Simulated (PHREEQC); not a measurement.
Synthetic water in mg/L, 15 °C, pH 7.88, pe 11.6:

```csv
constituent,mg/L
Na,14.5
K,61.5
Ca,41.6
Mg,3.89
Cl,61.2
S(6) as SO4,22
Alkalinity as HCO3,132
Sr,1.46
Br,0.623
N(5) as NO3,2.11
Pb,1.05
```

Na is adjusted to close the charge balance.
Valence states are taken as typed.

Model: ion-association model, phreeqc.dat, run in PHREEQC.

```
Quantity                       Result
--------------------  ---------------
ionic strength        0.00568 mol/kgw
specific conductance        389 µS/cm
```

```csv
species,molality,activity,log γ
HCO3-,0.00211,0.00195,-0.033
Cl-,0.00173,0.00159,-0.035
K+,0.00157,0.00145,-0.035
Ca+2,0.000998,0.000733,-0.134
Na+,0.000377,0.000348,-0.034
SO4-2,0.000206,0.000151,-0.135
Mg+2,0.000154,0.000113,-0.132
CO2,6.74e-5,6.74e-5,0.001
```

No solid was allowed to form. The solution is supersaturated, for example in Cerussite, so a real one may precipitate; this is no full list. Complexes and solids missing from the database can't appear.
